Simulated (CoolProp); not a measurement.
Cyclopropane along the isobar 7.77 MPa: fugacity coefficient from the reference equation and from simpler models built on Tc = 125.5 °C, pc = 5.605 MPa, ω = 0.131; each cubic takes its own stable root.

Model: reference Helmholtz-energy equation of state, Polt 1992, in CoolProp. This equation is an older, rougher fit; its heat capacities, sound speeds and derivatives of the liquid may be far off and weren't checked against measurements.

```
T (°C)          phase  reference
------  -------------  ---------
76.45          liquid     0.2743
82.75          liquid     0.3021
89.05          liquid     0.3309
95.25          liquid     0.3602
101.55         liquid     0.3909
107.75         liquid     0.4216
114.05         liquid     0.4533
120.25         liquid     0.4846
126.55  supercritical     0.5163
```

### Question
How far does each simpler model (Redlich-Kwong, Soave-Redlich-Kwong) lie from the reference over these 9 states: mean and median of the absolute difference, and the worst?

### Answer
- Redlich-Kwong: mean 5.7 %, median 5.7 %, worst +9.5 % at 76.45 °C and 7.77 MPa
- Soave-Redlich-Kwong: mean 3.1 %, median 3.2 %, worst +3.7 % at 76.45 °C and 7.77 MPa
